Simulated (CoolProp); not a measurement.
Saturation properties of propyne (Tc = 402.7 K, pc = 5.658 MPa, ω = 0.204).

Values from CoolProp's reference Helmholtz-energy equation of state, Polt 1992. This equation is an older, rougher fit; its heat capacities, sound speeds and derivatives of the liquid may be far off and weren't checked against measurements.

| T (K) | p (MPa) | liquid density (kg/m³) | vapour density (kg/m³) | enthalpy of vaporisation (kJ/kg) |
|---|---|---|---|---|
| 306.8 | 0.7425 | 597.2 | … | 453.5 |
| 309.1 | 0.7903 | … | 14.25 | 450.0 |
| 311.4 | 0.8403 | 589.5 | 15.14 | 446.5 |
| 313.8 | 0.8951 | 585.5 | 16.13 | 442.6 |
| 316.1 | 0.9502 | 581.6 | 17.12 | 438.8 |
| 318.4 | 1.008 | 577.6 | 18.16 | 434.9 |
| 320.8 | 1.071 | … | 19.31 | … |
| 323.1 | 1.134 | 569.4 | 20.46 | 426.4 |
| 325.4 | 1.200 | 565.4 | 21.68 | 422.1 |
| 327.8 | 1.271 | 561.1 | 23.02 | 417.4 |
| 330.1 | 1.343 | … | 24.37 | 412.7 |
| 332.5 | 1.421 | 552.4 | 25.85 | 407.7 |
| 334.8 | … | 548.1 | 27.35 | 402.8 |
| 337.1 | 1.581 | … | … | 397.7 |

**Question.** Some entries are withheld; supply them.

**Answer.** 
- 306.8, vapour density (kg/m³): 13.40
- 309.1, liquid density (kg/m³): 593.4
- 320.8, liquid density (kg/m³): 573.5
- 320.8, enthalpy of vaporisation (kJ/kg): 430.6
- 330.1, liquid density (kg/m³): 556.9
- 334.8, p (MPa): 1.499
- 337.1, liquid density (kg/m³): 543.8
- 337.1, vapour density (kg/m³): 28.93
